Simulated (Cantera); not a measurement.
A Cantera script and its output.

```python
import numpy as np
import cantera as ct

gas = ct.Solution("gri30.yaml")
gas.TP = 300, 82000
flame = ct.CounterflowDiffusionFlame(gas, width=0.02)
flame.fuel_inlet.X, flame.fuel_inlet.T = {'CO': 1, 'H2': 0.12, 'CH4': 0.043, 'N2': 0.2}, 550
flame.oxidizer_inlet.X, flame.oxidizer_inlet.T = {'O2': 0.26, 'N2': 0.74}, 798
flame.set_refine_criteria(ratio=3, slope=0.12, curve=0.24, prune=0.03)
show = ['OH', 'H', 'NO', 'CO', 'C2H2']

rows = []
print(f"{'mdot':>8s}{'a_max':>10s}{'a_mean':>10s}{'Tmax/K':>9s}" + "".join(f"{s:>11s}" for s in show) + "   (peak mole fractions)")
for i, mdot in enumerate([0.49, 0.63, 0.82, 1.1, 1.4, 1.8, 2.3, 2.9, 3.8]):  # kg/m2/s on the oxidiser side
    flame.oxidizer_inlet.mdot, flame.fuel_inlet.mdot = mdot, 1.3 * mdot
    flame.solve(loglevel=0, auto=(i == 0))
    if flame.T.max() < max(550, 798) + 100:
        print(f"{mdot:8.3g}  no burning solution found from the previous one")
        break
    dT = np.abs(np.gradient(flame.T, flame.grid))
    rows.append([flame.strain_rate("max"), flame.strain_rate("mean"), flame.T.max(),
                 *(flame.X[gas.species_index(s)].max() for s in show), max(dT[0], dT[-1]) / dT.max()])
    print(f"{mdot:8.3g}{rows[-1][0]:10.1f}{rows[-1][1]:10.1f}{rows[-1][2]:9.1f}" + "".join(f"{x:11.3e}" for x in rows[-1][3:-1]))
```

Output:

```
    mdot     a_max    a_mean   Tmax/K         OH          H         NO         CO       C2H2   (peak mole fractions)
    0.49     435.9     138.3   2190.7  1.060e-02  1.002e-02  2.095e-04  7.367e-01  1.643e-03
    0.63     551.7     177.8   2153.8  1.044e-02  1.079e-02  1.644e-04  7.367e-01  1.623e-03
    0.82     706.9     231.5   2114.1  1.032e-02  1.161e-02  1.297e-04  7.366e-01  1.582e-03
     1.1     933.1     310.5   2069.7  1.007e-02  1.250e-02  1.022e-04  7.367e-01  1.515e-03
     1.4    1173.8     395.2   2033.6  9.793e-03  1.324e-02  8.484e-05  7.366e-01  1.436e-03
     1.8    1491.4     508.1   1996.7  9.525e-03  1.400e-02  7.036e-05  7.365e-01  1.336e-03
     2.3    1885.9     649.3   1961.6  9.175e-03  1.471e-02  5.854e-05  7.364e-01  1.218e-03
     2.9    2354.5     818.6   1926.6  8.873e-03  1.532e-02  4.866e-05  7.364e-01  1.077e-03
     3.8    3048.6    1072.7   1884.1  8.385e-03  1.597e-02  3.840e-05  7.364e-01  8.884e-04
```

Cantera simulation using GRI-Mech 3.0 (53 species, 325 reactions); the numbers are that mechanism's predictions, not measurements. GRI-Mech 3.0 has no aromatics or soot, which form on the fuel side of real flames. The maximum strain rate includes the flame's own expansion and is several times the mean.
